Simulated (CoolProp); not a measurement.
Vapour-liquid equilibrium of R125 (1) + R236FA (2) at 196.7 K; x and y are mole fractions of (1).

Computed with CoolProp (multi-fluid Helmholtz-energy mixture model, Lemmon 2005 and Pan 2012; pair parameters Bell 2016).

| x | bubble pressure, mixture model (MPa) | bubble pressure, Raoult's law (MPa) | y, mixture model | y, Raoult's law |
|---|---|---|---|---|
| 0.05 | 0.001972 | 0.001890 | 0.542 | 0.523 |
| 0.125 | 0.003470 | 0.003301 | 0.760 | 0.749 |
| 0.2 | 0.004930 | 0.004713 | 0.845 | 0.839 |
| 0.275 | 0.006361 | 0.006124 | 0.890 | 0.888 |
| 0.35 | 0.007769 | 0.007536 | 0.919 | 0.918 |
| 0.425 | 0.009160 | 0.008947 | 0.939 | 0.939 |
| 0.5 | 0.01054 | 0.01036 | 0.953 | 0.954 |
| 0.575 | 0.01191 | 0.01177 | 0.964 | 0.966 |
| 0.65 | 0.01328 | 0.01318 | 0.974 | 0.975 |
| 0.725 | 0.01465 | 0.01459 | 0.981 | 0.982 |
| 0.8 | 0.01603 | 0.01600 | 0.987 | 0.988 |
| 0.875 | 0.01742 | 0.01742 | 0.993 | 0.993 |
| 0.95 | 0.01882 | 0.01883 | 0.997 | 0.997 |

The largest gap from Raoult's law is +5.1 % in bubble pressure, at x = 0.125. No azeotrope shows between x = 0.05 and 0.95.

The pair parameters rest on a limited set of measurements; away from them the model extrapolates.
